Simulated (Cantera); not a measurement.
Input: 1 mol Si3N4, 0.078 mol CO2, 1.6 mol N2, 1.1 mol N2O, equilibrated at 1098 K and 38.0 Pa.

These are equilibrium values from Cantera (NASA tables, ideal gas, pure condensed phases), not measurements of a reactor. Candidate condensed phases: C, Si, SiC, SiO2, Si2N2O, Si3N4; 34 gas species. Mutual solubility and eutectic melting of coexisting phases are not modelled. Rates play no part.

Base state: N2 1.000 (mole fractions); condensed: C(graphite) + Si2N2O(s) + Si3N4(s).

Question: What changes in the equilibrium state with this change: pressure from 38.0 Pa to 1.70 Pa?

Answer: 
| species | before | after |
|---|---|---|
| N2 | 1.000 | 1.000 |
| C(graphite), mol | 0.0780 | 0 |
| Si2N2O(s), mol | 1.26 | 1.26 |
| Si3N4(s), mol | 0.163 | 0.137 |
| SiC(s), mol | 0 | 0.0780 |
